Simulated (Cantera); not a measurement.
Standard-state values (1 bar) from the NASA 1993 polynomials, evaluated with Cantera. Values are per mole of reaction as written; species without (g) are pure solids or liquids, kept so even where they would boil at 1 bar.

0.6667 B + F₂(g) → 0.6667 BF₃(g)

```csv
T (K),ΔH° (kJ),ΔS° (J/K),ΔG° (kJ),log10 K,condensed phases
300,-757.1,-37.1,-746.0,129.88,B(s)
2348,(withheld),(withheld),(withheld),(withheld),B(s)
2448,(withheld),(withheld),(withheld),(withheld),B(l)
2548,-799.9,-60.4,-646.0,13.24,B(l)
2648,-800.4,-60.6,-640.0,12.62,B(l)
2748,(withheld),(withheld),(withheld),(withheld),B(l)
```

Q: Some entries are withheld; supply them.

A: 
- 2348, ΔH° (kJ): -765.4
- 2348, ΔS° (J/K): -45.7
- 2348, ΔG° (kJ): -658.0
- 2348, log10 K: 14.64
- 2448, ΔH° (kJ): -799.4
- 2448, ΔS° (J/K): -60.2
- 2448, ΔG° (kJ): -652.1
- 2448, log10 K: 13.91
- 2748, ΔH° (kJ): -800.9
- 2748, ΔS° (J/K): -60.8
- 2748, ΔG° (kJ): -633.9
- 2748, log10 K: 12.05
